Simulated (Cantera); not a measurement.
An adiabatic, constant-pressure homogeneous reactor starts with H2 : O2 : N2 = 1 : 1.28 : 4.82 (molar parts), equivalence ratio 0.39, at 1748 K and 25.0 bar. Integrator tolerance rtol = 1e-08.

Cantera simulation using the H2/O2 subset of GRI-Mech 3.0, which has no nitrogen chemistry; the numbers are that mechanism's predictions, not measurements. The hydrogen kinetics of GRI-Mech 3.0 are dated; newer H2 mechanisms differ, most at raised pressure. The pressure lies above the range GRI-Mech 3.0 was tuned for (to about 10 atm).

### Question
What does this change do: H2 1 to 0.35 parts?

### Answer
| quantity | before | after |
|---|---|---|
| time of steepest temperature rise | 0.343 µs | 0.528 µs |
| temperature at 0.200 s | 2655 K | 2120 K |
| equilibrium temperature | 2655 K | 2120 K |
| x(H2) at 0.200 s | 0.00104 (gas-phase equilibrium 0.00104) | 1.80e-5 (gas-phase equilibrium 1.80e-5) |
| x(O2) at 0.200 s | 0.115 (gas-phase equilibrium 0.115) | 0.176 (gas-phase equilibrium 0.176) |
| x(O) at 0.200 s | 0.00203 (gas-phase equilibrium 0.00203) | 0.000134 (gas-phase equilibrium 0.000134) |
| x(H2O2) at 0.200 s | 2.36e-6 (gas-phase equilibrium 2.36e-6) | 3.12e-7 (gas-phase equilibrium 3.12e-7) |
| x(H) at 0.200 s | 0.000310 (gas-phase equilibrium 0.000310) | 3.01e-6 (gas-phase equilibrium 3.01e-6) |

### Question
What does this change do: constant volume in place of constant pressure?

### Answer
| quantity | before | after |
|---|---|---|
| time of steepest temperature rise | 0.343 µs | 0.338 µs |
| temperature at 0.200 s | 2655 K | 2824 K |
| equilibrium temperature | 2655 K | 2824 K |
| x(H2) at 0.200 s | 0.00104 (gas-phase equilibrium 0.00104) | 0.00164 (gas-phase equilibrium 0.00164) |
| x(O2) at 0.200 s | 0.115 (gas-phase equilibrium 0.115) | 0.113 (gas-phase equilibrium 0.113) |
| x(O) at 0.200 s | 0.00203 (gas-phase equilibrium 0.00203) | 0.00328 (gas-phase equilibrium 0.00328) |
| x(H2O2) at 0.200 s | 2.36e-6 (gas-phase equilibrium 2.36e-6) | 3.82e-6 (gas-phase equilibrium 3.82e-6) |
| x(H) at 0.200 s | 0.000310 (gas-phase equilibrium 0.000310) | 0.000591 (gas-phase equilibrium 0.000591) |
